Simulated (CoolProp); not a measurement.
Vapour-liquid equilibrium of benzene (1) + ethanol (2) at 36.7 kPa; x and y are mole fractions of (1).

Values from CoolProp's multi-fluid Helmholtz-energy mixture model, Thol 2012 and Schroeder 2014; pair parameters Bell 2016.

**Question.** Give the bubble temperature and the first vapour's composition at x = 0.2, 0.65, 0.95. Is there an azeotrope?

**Answer.** x = 0.2: 317.9 K, y = 0.483; x = 0.65: 315.0 K, y = 0.613; x = 0.95: 319.2 K, y = 0.812. y crosses x between x = 0.575 and 0.65: the model has an azeotrope there.

The pair parameters rest on a limited set of measurements; away from them the model extrapolates.
